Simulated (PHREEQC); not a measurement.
A column of 0.5 m (30 cells, dispersivity 0.018 m, 720 s a shift, diffusion coefficient 3e-10 m²/s) holds 0.32 eq of the database's cation exchanger X per kg of pore water, first in equilibrium with 0.015 mol/kgw MnCl2 and 1e-05 mol/kgw HCl. It is flushed with 0.061 mol ZnCl2 and 1e-05 mol HCl per kg of water, at 15 °C. Values are for the last cell. No CO2 enters from the air. No solid was allowed to form.

Equilibrium calculation in PHREEQC: ion-association model, phreeqc.dat.

```csv
pore volumes,Zn in solution (mol/kgw),Mn in solution (mol/kgw),Cl in solution (mol/kgw),ZnX2 on the exchanger (mol/kgw),MnX2 on the exchanger (mol/kgw)
0,0,0.0150,0.0300,0,0.160
0.55,0,0.0157,0.0315,0,0.160
0.8167,0,0.0273,0.0545,0,0.160
1.35,5.23e-9,0.0562,0.112,3.08e-8,0.160
1.617,3.64e-7,0.0598,0.120,2.02e-6,0.160
2.15,5.52e-5,0.0609,0.122,0.000301,0.160
2.417,0.000309,0.0607,0.122,0.00168,0.158
2.95,0.00453,0.0565,0.122,0.0228,0.137
3.483,0.0258,0.0352,0.122,0.0966,0.0634
3.75,0.0395,0.0215,0.122,0.127,0.0331
4.283,0.0548,0.00616,0.122,0.152,0.00820
4.55,0.0578,0.00318,0.122,0.156,0.00412
5.083,0.0602,0.000840,0.122,0.159,0.00107
5.617,0.0608,0.000223,0.122,0.160,0.000282
5.883,0.0609,0.000115,0.122,0.160,0.000146
6.417,0.0610,3.09e-5,0.122,0.160,3.90e-5
6.683,0.0610,1.60e-5,0.122,0.160,2.02e-5
7.217,0.0610,4.30e-6,0.122,0.160,5.43e-6
7.483,0.0610,2.23e-6,0.122,0.160,2.81e-6
8.017,0.0610,5.99e-7,0.122,0.160,7.56e-7
```
